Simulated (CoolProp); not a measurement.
The fluid at 298.15 K and 0.12 MPa is compressed adiabatically to 0.429 MPa with isentropic efficiency 1. The same conditions are run with several fluids, on thermodynamics alone (safety and materials aside).

Model: reference Helmholtz-energy equation of state of each fluid (chlorine: Thol 2021; sulfur dioxide: Gao 2016; methane: Setzmann 1991; dimethyl ether: Wu 2011; R1132(E): Akasaka 2024), in CoolProp.

```
fluid           work (kJ/kg)  final temperature (K)  final density (kg/m³)
--------------  ------------  ---------------------  ---------------------
chlorine                51.3                  405.6                   9.20
sulfur dioxide          55.0                  386.2                   8.81
methane                  227                  395.1                   2.10
dimethyl ether          72.0                  349.6                   7.13
R1132(E)                52.8                  354.2                   9.60
```
